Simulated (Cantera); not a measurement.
Input: 1 mol PbO, 0.93 mol O2, a varied amount of H2, held at 1225 K and 5300 Pa.

These are equilibrium values from Cantera (NASA tables, ideal gas, pure condensed phases), not measurements of a reactor. Candidate condensed phases: H2O, Pb, PbO, PbO2, Pb3O4; 12 gas species. Each liquid is taken as pure. Mutual solubility and eutectic melting of coexisting phases are not modelled. Gases not in the tables: (PbO)n polymers. Kinetics and transport are ignored.

x: gas mole fraction; n: condensed amount in mol.

```csv
n(H2) (mol),x H2O,x H2,x O2,x Pb,x PbO,x OH,n PbO(l),n Pb(l)
0.51,0.429,5.23e-8,0.568,6.25e-6,0.00213,2.31e-5,0.997,0
0.75,[?],[?],[?],[?],0.00213,2.48e-5,0.997,0
1.1,[?],[?],[?],[?],0.00213,2.49e-5,0.997,0
1.6,0.923,3.10e-7,0.0750,1.72e-5,0.00213,2.04e-5,0.996,0
2.4,0.980,0.000337,7.14e-8,0.0176,0.00213,6.58e-7,0.456,0.496
3.5,0.803,0.180,<1e-12,0.0176,3.27e-6,2.33e-8,0,0.937
5.2,0.540,0.442,<1e-12,0.0176,8.94e-7,1.00e-8,0,0.907
7.6,0.370,0.613,<1e-12,0.0176,4.42e-7,5.82e-9,0,0.864
11,0.255,0.727,<1e-12,0.0176,2.57e-7,3.69e-9,0,0.803
16,0.176,0.807,<1e-12,0.0176,1.59e-7,2.41e-9,0,0.713
```

Q: Fill in the missing entries.

A: 
- 0.75, x H2O: 0.573
- 0.75, x H2: 8.09e-8
- 0.75, x O2: 0.424
- 0.75, x Pb: 7.24e-6
- 1.1, x H2O: 0.742
- 1.1, x H2: 1.35e-7
- 1.1, x O2: 0.256
- 1.1, x Pb: 9.31e-6
